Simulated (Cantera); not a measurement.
A perfectly stirred reactor is fed with CO : H2 : O2 : N2 = 1 : 0.06 : 0.312 : 0.935 (molar parts), equivalence ratio 1.7, at 750 Torr; it is adiabatic with a 750 K inlet, and is followed from long to short residence time, starting on the burning branch (τ in s: 0.041, 0.02, 0.0097, 0.0047, 0.0023, 0.0011, 0.00054, 0.00026, 0.00013, 6.1e-05, 3e-05, 1.4e-05).

Computed with Cantera and GRI-Mech 3.0 (53 species, 325 reactions).

x: mole fraction; the columns are a selection and need not sum to one.

```json
[
 {"τ (s)": "0.041", "T (K)": "2615", "x CO": "0.235", "x H2": "0.00317", "x O2": "0.00788", "x HO2": "7.78e-7", "x N2O": "1.63e-7", "x CO2": "0.258", "x H2O2": "1.81e-8"},
 {"τ (s)": "0.020", "T (K)": "2594", "x CO": "0.237", "x H2": "0.00320", "x O2": "0.00900", "x HO2": "8.21e-7", "x N2O": "1.58e-7", "x CO2": "0.255", "x H2O2": "1.85e-8"},
 {"τ (s)": "0.0097", "T (K)": "2552", "x CO": "0.241", "x H2": "0.00327", "x O2": "0.0112", "x HO2": "9.04e-7", "x N2O": "1.48e-7", "x CO2": "0.250", "x H2O2": "1.96e-8"},
 {"τ (s)": "0.0047", "T (K)": "2478", "x CO": "0.247", "x H2": "0.00340", "x O2": "0.0148", "x HO2": "1.08e-6", "x N2O": "1.36e-7", "x CO2": "0.240", "x H2O2": "(withheld)"},
 {"τ (s)": "0.0023", "T (K)": "2367", "x CO": "0.256", "x H2": "0.00357", "x O2": "0.0197", "x HO2": "1.49e-6", "x N2O": "1.26e-7", "x CO2": "0.227", "x H2O2": "(withheld)"},
 {"τ (s)": "0.0011", "T (K)": "2223", "x CO": "0.266", "x H2": "0.00374", "x O2": "0.0250", "x HO2": "2.36e-6", "x N2O": "1.22e-7", "x CO2": "0.211", "x H2O2": "(withheld)"},
 {"τ (s)": "0.00054", "T (K)": "2067", "x CO": "0.275", "x H2": "0.00380", "x O2": "0.0296", "x HO2": "3.70e-6", "x N2O": "1.20e-7", "x CO2": "0.197", "x H2O2": "(withheld)"},
 {"τ (s)": "0.00026", "T (K)": "1894", "x CO": "0.284", "x H2": "0.00365", "x O2": "0.0340", "x HO2": "5.59e-6", "x N2O": "1.19e-7", "x CO2": "0.182", "x H2O2": "(withheld)"},
 {"τ (s)": "0.00013", "T (K)": "1720", "x CO": "0.294", "x H2": "0.00334", "x O2": "0.0396", "x HO2": "8.30e-6", "x N2O": "1.19e-7", "x CO2": "0.165", "x H2O2": "(withheld)"},
 {"τ (s)": "6.1e-5", "T (K)": "1499", "x CO": "0.323", "x H2": "0.00350", "x O2": "0.0568", "x HO2": "1.61e-5", "x N2O": "1.17e-7", "x CO2": "0.130", "x H2O2": "(withheld)"},
 {"τ (s)": "3.0e-5", "T (K)": "750", "x CO": "0.433", "x H2": "0.0260", "x O2": "0.135", "x HO2": "<1e-12", "x N2O": "<1e-12", "x CO2": "1.16e-12", "x H2O2": "<1e-12"},
 {"τ (s)": "1.4e-5", "T (K)": "750", "x CO": "0.433", "x H2": "0.0260", "x O2": "0.135", "x HO2": "<1e-12", "x N2O": "<1e-12", "x CO2": "<1e-12", "x H2O2": "<1e-12"}
]
```

**Question.** Complete the blanks.

**Answer.** 
- 0.0047, x H2O2: 2.28e-8
- 0.0023, x H2O2: 3.06e-8
- 0.0011, x H2O2: 4.73e-8
- 0.00054, x H2O2: 7.78e-8
- 0.00026, x H2O2: 1.37e-7
- 0.00013, x H2O2: 2.38e-7
- 6.1e-5, x H2O2: 5.00e-7
